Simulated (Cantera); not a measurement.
Input (Python, Cantera) and output of one run.

```python
import numpy as np
import cantera as ct

gas_names = """
    H HNO HNO2 HNO3 HO2 H2 H2O H2O2 N NH NH2 NH3 NH2OH NO NO2 NO3 N2 N2H2 N2H4 N2O O OH O2 O3 Si SiH
    SiH2 SiH3 SiH4 SiN SiO SiO2 Si2 Si2N Si3
""".split()
cond_names = """
    H2O(s) H2O(L) Si(cr) Si(L) SiO2(Lqz) SiO2(hqz) SiO2(L) Si2N2O(s) Si3N4(a)
""".split()


# ... load() reads the species with a 1 bar reference pressure and builds the phases ...
atoms = {
    'Si': {'Si': 1},
    'N2O': {'N': 2, 'O': 1},
    'H2': {'H': 2},
}
top_T = {'Si2N2O(s)': 2100, 'Si3N4(a)': 2400}  # K; cautious upper limits of use, not melting points


# ... equilibrate(T, P, feed) seeds the gas with the atoms and calls Mixture.equilibrate('TP', solver="vcs", rtol=1e-11, max_steps=5000) ...
results = []
feed = {'Si': 1, 'N2O': 0.017, 'H2': 1.4}  # mol
T = 1675  # K
P = 120000  # Pa
mix = equilibrate(T, P, feed)
results.append((T, P, feed, dict(zip(mix.species_names, mix.species_moles))))
print(gas.report(threshold=0.001))
for i in range(1, mix.n_phases):
    print(f"{mix.phase(i).name:16s} {mix.phase_moles(i):12.5e} mol")
```

Result:

```
       temperature   1675 K
          pressure   1.2e+05 Pa
           density   0.017471 kg/m^3
  mean mol. weight   2.0276 kg/kmol
   phase of matter   gas

                          1 kg             1 kmol
                     ---------------   ---------------
          enthalpy        2.0747e+07        4.2067e+07  J
   internal energy        1.3878e+07         2.814e+07  J
           entropy             89291        1.8105e+05  J/K
    Gibbs function       -1.2882e+08       -2.6119e+08  J
 heat capacity c_p             16295             33039  J/K
 heat capacity c_v             12194             24725  J/K

                      mass frac. Y      mole frac. X     chem. pot. / RT
                     ---------------   ---------------   ---------------
                H2           0.99383           0.99955           -18.748
     [  +34 minor]         0.0061685        0.00045272

Si(cr)            9.66214e-01 mol
SiO2(hqz)         0.00000e+00 mol
Si2N2O(s)         1.67671e-02 mol
Si3N4(a)          0.00000e+00 mol
```

Equilibrium computed with Cantera from the NASA thermochemical tables; the gas is ideal and each condensed phase is pure. Mutual solubility and eutectic melting of coexisting phases are not modelled. Gases not in the tables: Si2H6 and higher silanes.
